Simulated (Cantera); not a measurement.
**Thermodynamics of chemical vapour transport, feed PbO + H2O + H2**

Input: 1 mol PbO, 2.3 mol H2O, a varied amount of H2, held at 1100 °C and 0.300 bar.

Equilibrium computed with Cantera from the NASA thermochemical tables; the gas is ideal and each condensed phase is pure. Candidate condensed phases: H2O, Pb, PbO, PbO2, Pb3O4; 12 gas species. Each liquid is taken as pure. Mutual solubility and eutectic melting of coexisting phases are not modelled. Gases not in the tables: (PbO)n polymers. Equilibrium is a limit: real reactors are often held back by kinetics, nucleation or transport.

```json
[
 {"n(H2) (mol)": "0.89", "x H2O": "0.973", "x H2": "0.000641", "x Pb": "0.0214", "x PbO": "0.00496", "x H": "1.54e-7", "x OH": "4.17e-6", "n Pb(l)": "0.818", "n PbO(l)": "0.0958"},
 {"n(H2) (mol)": "1.7", "x H2O": "0.807", "x H2": "0.171", "x Pb": "0.0214", "x PbO": "1.54e-5", "x H": "2.52e-6", "x OH": "2.12e-7", "n Pb(l)": "0.913", "n PbO(l)": "0"},
 {"n(H2) (mol)": "2.6", "x H2O": "0.659", "x H2": "0.320", "x Pb": "0.0214", "x PbO": "6.75e-6", "x H": "3.44e-6", "x OH": "1.27e-7", "n Pb(l)": "0.893", "n PbO(l)": "0"},
 {"n(H2) (mol)": "3.4", "x H2O": "0.567", "x H2": "0.412", "x Pb": "0.0214", "x PbO": "4.50e-6", "x H": "3.90e-6", "x OH": "9.58e-8", "n Pb(l)": "0.875", "n PbO(l)": "0"},
 {"n(H2) (mol)": "4.3", "x H2O": "0.489", "x H2": "0.489", "x Pb": "0.0214", "x PbO": "3.27e-6", "x H": "4.25e-6", "x OH": "7.59e-8", "n Pb(l)": "0.856", "n PbO(l)": "0"},
 {"n(H2) (mol)": "5.1", "x H2O": "0.436", "x H2": "0.542", "x Pb": "0.0214", "x PbO": "2.63e-6", "x H": "4.48e-6", "x OH": "6.43e-8", "n Pb(l)": "0.838", "n PbO(l)": "0"},
 {"n(H2) (mol)": "5.9", "x H2O": "0.394", "x H2": "0.585", "x Pb": "0.0214", "x PbO": "2.20e-6", "x H": "4.65e-6", "x OH": "5.59e-8", "n Pb(l)": "0.821", "n PbO(l)": "0"}
]
```
x: gas mole fraction; n: condensed amount in mol.

At 0.89 mol H2 the condensed part is Pb(l) + PbO(l). From 1.7 mol H2 to 5.9 mol H2 the condensed part is Pb(l). The share of Pb in condensed phases is highest at 0.89 mol H2 (91.4 %) and lowest at 5.9 mol H2 (82.1 %).
